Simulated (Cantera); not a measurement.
Cantera with NASA thermochemical tables; ideal gases at 1 bar, condensed phases pure. Values are per mole of reaction as written; species without (g) are pure solids or liquids, kept so even where they would boil at 1 bar.

Task: Between 300 and 2650 K, where is each reaction favourable under standard conditions?
- Ta + 2 OH(g) ⇌ TaO2(g) + H2(g)

Result: 
- Ta + 2 OH(g) ⇌ TaO2(g) + H2(g): ΔG° is -280 kJ at 300 K and -264 kJ at 2650 K; it stays negative (K > 1). ΔH° is -296 kJ and ΔS° -12 J/K at 2650 K.
